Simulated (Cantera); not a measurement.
## Equilibrium for calcination and drying: LiOH + H2O

Feed: 1 mol LiOH, 2.7 mol H2O, equilibrated at 27.0 Pa.

These are equilibrium values from Cantera (NASA tables, ideal gas, pure condensed phases), not measurements of a reactor. Candidate condensed phases: H2O, Li, LiH, LiOH, Li2O; 17 gas species. Kinetics and transport are ignored.

```csv
T (K),log p H2O,log p LiOH,log p Li,log p H2,log p H,log p O2,log p OH,log p O
1623,-3.71,-4.15,-5.90,-5.78,-7.05,-5.98,-6.36,-7.71
1673,-3.71,-4.16,-5.69,-5.63,-6.76,-5.81,-6.16,-7.38
1723,-3.72,-4.17,-5.49,-5.48,-6.48,-5.65,-5.98,-7.07
1773,-3.72,-4.18,-5.31,-5.35,-6.22,-5.51,-5.80,-6.78
1823,-3.73,-4.20,-5.15,-5.22,-5.98,-5.37,-5.64,-6.51
1873,-3.74,-4.23,-5.00,-5.11,-5.74,-5.24,-5.49,-6.25
1923,-3.75,-4.27,-4.87,-5.00,-5.52,-5.12,-5.35,-6.00
1973,-3.77,-4.32,-4.75,-4.89,-5.32,-5.02,-5.22,-5.77
2023,-3.80,-4.38,-4.65,-4.80,-5.12,-4.92,-5.10,-5.56
2073,-3.83,-4.46,-4.57,-4.72,-4.94,-4.84,-4.99,-5.36
2123,-3.87,-4.56,-4.51,-4.64,-4.77,-4.77,-4.90,-5.17
2173,-3.92,-4.68,-4.47,-4.58,-4.61,-4.72,-4.82,-5.00
```
log p: log10 of the partial pressure in bar; nothing condenses.

From 1623 K to 2173 K nothing is condensed. The main Li-bearing gas is LiOH at 1623 K and Li at 2173 K.
